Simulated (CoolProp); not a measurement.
p-xylene at 539.2 K and 0.0911 MPa flows at 2.5 m/s in a round tube of 20 mm bore and 0.25 µm roughness, fully developed (64/Re and Nu = 3.66 if laminar; Colebrook and Gnielinski if turbulent). Each further row changes one setting.

Computed with CoolProp (reference Helmholtz-energy equation of state, Zhou 2012).

| case | Reynolds number | Darcy friction factor | pressure drop (Pa/m) | heat-transfer coefficient (W/(m² K)) | mass flow (kg/h) |
|---|---|---|---|---|---|
| as stated | 9540 | 0.0313 | 10.7 | ? | 6.19 |
| velocity 5 m/s | 19100 | 0.0262 | ? | 83.2 | 12.4 |
| diameter 40 mm | 19100 | 0.0262 | ? | 41.6 | 24.8 |

Problem. Some entries are withheld; supply them.

Solution. 
- as stated, heat-transfer coefficient (W/(m² K)): 47.8
- velocity 5 m/s, pressure drop (Pa/m): 35.9
- diameter 40 mm, pressure drop (Pa/m): 4.48

Viscosity comes from a separate model (Balogun 2015). Thermal conductivity comes from a separate model (Mylona 2014).
